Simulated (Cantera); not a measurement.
An adiabatic, constant-volume homogeneous reactor starts with CH4 : C2H6 : O2 : N2 = 1 : 0.21 : 8.29 : 31.2 (molar parts), equivalence ratio 0.33, at 1575 K and 0.326 atm. Integrator tolerance rtol = 1e-08.

Detailed kinetics in Cantera: GRI-Mech 3.0 (53 species, 325 reactions).

What does this change do: 0.96 parts H2 added?


| quantity | before | after |
|---|---|---|
| time of steepest temperature rise | 0.194 ms | 0.107 ms |
| temperature at 2.00 s | 2354 K | 2451 K |
| equilibrium temperature | 2354 K | 2451 K |
| x(CH4) at 2.00 s | <1e-12 (gas-phase equilibrium <1e-12) | <1e-12 (gas-phase equilibrium <1e-12) |
| x(C2H6) at 2.00 s | <1e-12 (gas-phase equilibrium <1e-12) | <1e-12 (gas-phase equilibrium <1e-12) |
| x(O2) at 2.00 s | 0.127 (gas-phase equilibrium 0.127) | 0.112 (gas-phase equilibrium 0.112) |
| x(NO) at 2.00 s | 0.0133 (gas-phase equilibrium 0.0133) | 0.0150 (gas-phase equilibrium 0.0150) |
| x(C2H4) at 2.00 s | <1e-12 (gas-phase equilibrium <1e-12) | <1e-12 (gas-phase equilibrium <1e-12) |
| x(H2O) at 2.00 s | 0.0596 (gas-phase equilibrium 0.0596) | 0.0785 (gas-phase equilibrium 0.0785) |
| x(N2O) at 2.00 s | 5.10e-7 (gas-phase equilibrium 5.10e-7) | 5.77e-7 (gas-phase equilibrium 5.77e-7) |
